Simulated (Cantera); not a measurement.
**SiC + C + N2 (sublimation and decomposition of ceramics)**

Feed: 1 mol SiC, 0.38 mol C, 0.022 mol N2, held at 0.0133 bar.

Method: chemical equilibrium by Gibbs-energy minimisation in Cantera with the NASA 1993 tables (ideal gas, pure condensed phases). Candidate condensed phases: C, Si, SiC, Si3N4; 32 gas species. Ions and electrons are included (thermal ionisation). The tables' values for SiN are old estimates; treat these amounts as uncertain. Kinetics and transport are ignored.

```csv
T (K),log p N2,log p Si,log p C,log p SiC2,log p C3,log p Si2C,log p C2,log p CN,log p N,log p e-,log p Si+,n C(graphite),n SiC(s)
2500,-1.93,-2.94,-6.78,-3.53,-6.30,-3.79,-7.34,-4.95,-7.50,-8.80,-8.45,0.382,0.997
2750,-3.51,-2.12,-5.42,-2.42,-4.77,-2.85,-5.79,-4.92,-7.38,-7.46,-7.37,0.752,0
3000,-3.59,-2.18,-4.30,-2.25,-3.51,-3.57,-4.50,-4.28,-6.65,-6.82,-6.73,0.398,0
3250,-3.75,-2.21,-3.46,-2.34,-2.81,-4.27,-3.66,-3.91,-6.09,-6.26,-6.19,0,0
3500,-3.93,-2.15,-2.92,-2.66,-2.71,-4.86,-3.27,-3.77,-5.62,-5.73,-5.68,0,0
3750,-4.11,-2.16,-2.52,-3.13,-2.85,-5.56,-3.08,-3.75,-5.23,-5.29,-5.27,0,0
4000,-4.24,-2.20,-2.27,-3.80,-3.28,-6.35,-3.12,-3.81,-4.87,-4.93,-4.92,0,0
4250,-4.27,-2.24,-2.17,-4.61,-4.00,-7.16,-3.39,-3.93,-4.51,-4.61,-4.61,0,0
4500,-4.29,-2.25,-2.14,-5.44,-4.82,-7.90,-3.74,-4.10,-4.19,-4.32,-4.32,0,0
4750,-4.39,-2.26,-2.13,-6.21,-5.62,-8.57,-4.10,-4.31,-3.94,-4.06,-4.06,0,0
5000,-4.61,-2.27,-2.13,-6.91,-6.35,-9.19,-4.43,-4.57,-3.78,-3.82,-3.82,0,0
```
log p: log10 of the partial pressure in bar; n: condensed amount in mol.

At 2500 K the condensed part is C(graphite) + SiC(s). From 2750 K to 3000 K the condensed part is C(graphite). From 3250 K to 5000 K nothing is condensed. The main Si-bearing gas is Si throughout.
